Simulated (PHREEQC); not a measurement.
Make-up at 25 °C: 0.0014 mol (NH4)2SO4 per kg of water. Closed to the air; pH follows from the charge balance.

All values are PHREEQC results (ion-association model, wateq4f.dat), not measurements.

Each row changes one thing in this solution. Precipitation was switched off in this run.

```tsv
case	pH	NH4SO4- (mol/kgw)	NH3 (mol/kgw)	HSO4- (mol/kgw)
as made	5.95	3.69e-5	1.31e-6	1.21e-7
temperature from 25 to 50 °C	5.61	?	3.05e-6	4.72e-7
diluted 2-fold with water	6.08	1.01e-5	9.06e-7	4.80e-8
temperature from 25 to 30 °C	5.88	3.68e-5	?	?
(NH4)2SO4 from 0.0014 to 0.0007 mol/kgw	6.08	1.01e-5	9.06e-7	4.80e-8
(NH4)2SO4 replaced by NH4HSO4 at the same molality	2.92	?	6.13e-10	0.000121
```

Task: Some entries are withheld; supply them.

Result: 
- temperature from 25 to 50 °C, NH4SO4- (mol/kgw): 3.64e-5
- temperature from 25 to 30 °C, NH3 (mol/kgw): 1.56e-6
- temperature from 25 to 30 °C, HSO4- (mol/kgw): 1.60e-7
- (NH4)2SO4 replaced by NH4HSO4 at the same molality, NH4SO4- (mol/kgw): 1.72e-5

Away from 25 °C the constants follow the database's enthalpies or fits; those with neither stay at their 25 °C values.
